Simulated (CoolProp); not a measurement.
Saturation properties of acetone (Tc = 508.1 K, pc = 46.92 bar, ω = 0.307).

Values from CoolProp's reference Helmholtz-energy equation of state, Lemmon 2006. It is a short technical equation, of lower accuracy than the large ones.

| T (K) | p (bar) | vapour density (kg/m³) | enthalpy of vaporisation (kJ/kg) |
|---|---|---|---|
| 368.4 | 3.289 | 6.975 | 454.9 |
| 381.3 | 4.568 | 9.610 | 437.8 |
| 394.2 | … | … | 419.4 |
| 407.2 | 8.247 | 17.39 | 399.5 |
| 420.1 | 10.75 | 22.94 | … |
| 433 | 13.80 | 30.05 | 354.3 |
| 445.9 | 17.46 | 39.21 | 327.8 |
| 458.8 | … | … | … |
| 471.7 | 26.95 | 67.58 | 262.3 |
| 484.7 | 33.04 | … | … |

**Question.** What belongs in the gaps?

**Answer.** 
- 394.2, p (bar): 6.195
- 394.2, vapour density (kg/m³): 13.01
- 420.1, enthalpy of vaporisation (kJ/kg): 378.0
- 458.8, p (bar): 21.81
- 458.8, vapour density (kg/m³): 51.25
- 458.8, enthalpy of vaporisation (kJ/kg): 297.6
- 484.7, vapour density (kg/m³): 91.38
- 484.7, enthalpy of vaporisation (kJ/kg): 218.4

It boils at 329.2 K under 1 atm.
